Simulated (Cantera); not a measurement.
## Catalytic combustion on Pt

An isothermal plug-flow reactor at 850 K and 158 Torr (inlet), inlet velocity 0.37 m/s, active area per volume 370 1/m; feed 0.329 % CH₄, 16.5 % O₂, 81.3 % N₂, 1.95 % H₂O, equivalence ratio 0.040.

Detailed kinetics in Cantera: Deutschmann's 1995 Pt surface mechanism with GRI-Mech 3.0 gas chemistry. Catalytic surfaces can have several steady states; this one follows from the mechanism file's or the stated starting coverage. Mass transfer to the wall is taken as infinitely fast.

```json
[
 {"z (m)": "0.00025", "x CH₄": "0.00328", "x O₂": "0.165", "x H₂O": "0.0196", "x CO₂": "9.12e-6", "x CO": "3.88e-7", "θ free Pt": "0.0940", "θ O*": "0.904", "θ OH*": "0.00155"},
 {"z (m)": "0.00044", "x CH₄": "0.00327", "x O₂": "0.165", "x H₂O": "0.0196", "x CO₂": "1.62e-5", "x CO": "5.42e-7", "θ free Pt": "0.0940", "θ O*": "0.904", "θ OH*": "0.00155"},
 {"z (m)": "0.00078", "x CH₄": "0.00326", "x O₂": "0.165", "x H₂O": "0.0196", "x CO₂": "2.89e-5", "x CO": "6.73e-7", "θ free Pt": "0.0940", "θ O*": "0.904", "θ OH*": "0.00155"},
 {"z (m)": "0.0014", "x CH₄": "0.00324", "x O₂": "0.164", "x H₂O": "0.0196", "x CO₂": "5.21e-5", "x CO": "7.35e-7", "θ free Pt": "0.0940", "θ O*": "0.904", "θ OH*": "0.00156"},
 {"z (m)": "0.0025", "x CH₄": "0.00320", "x O₂": "0.164", "x H₂O": "0.0197", "x CO₂": "9.31e-5", "x CO": "7.38e-7", "θ free Pt": "0.0940", "θ O*": "0.904", "θ OH*": "0.00156"},
 {"z (m)": "0.0044", "x CH₄": "0.00313", "x O₂": "0.164", "x H₂O": "0.0199", "x CO₂": "0.000163", "x CO": "7.23e-7", "θ free Pt": "0.0940", "θ O*": "0.904", "θ OH*": "0.00156"},
 {"z (m)": "0.0078", "x CH₄": "0.00301", "x O₂": "0.164", "x H₂O": "0.0201", "x CO₂": "0.000284", "x CO": "6.95e-7", "θ free Pt": "0.0941", "θ O*": "0.904", "θ OH*": "0.00157"},
 {"z (m)": "0.014", "x CH₄": "0.00280", "x O₂": "0.164", "x H₂O": "0.0205", "x CO₂": "0.000492", "x CO": "6.47e-7", "θ free Pt": "0.0941", "θ O*": "0.904", "θ OH*": "0.00159"},
 {"z (m)": "0.025", "x CH₄": "0.00246", "x O₂": "0.163", "x H₂O": "0.0212", "x CO₂": "0.000828", "x CO": "5.69e-7", "θ free Pt": "0.0942", "θ O*": "0.904", "θ OH*": "0.00162"}
]
```
x: gas mole fraction; θ: surface coverage.
